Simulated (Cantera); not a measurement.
A freely propagating, adiabatic, planar premixed flame of CH₄ : O₂ : N₂ = 1 : 2.63 : 9.89 (molar parts), unburnt at 550 K and 4.20 bar; mixture-averaged transport, grid criteria slope 0.08 and curve 0.16, no radiation.

Model: GRI-Mech 3.0 (53 species, 325 reactions), integrated in Cantera. Burning velocities carry a grid error of a few per cent, more on coarse grids.

Task: Predict: laminar burning velocity; thermal thickness; peak x(C₂H₄); peak x(HCO); peak x(CH₂); peak x(C₂H₂).

Result: 
```json
{
  "laminar_burning_velocity": "45.4 cm/s",
  "thermal_thickness": "0.149 mm",
  "peak x(C₂H₄)": "0.000398",
  "peak x(HCO)": "1.52e-5",
  "peak x(CH₂)": "1.64e-5",
  "peak x(C₂H₂)": "4.23e-5"
}
```
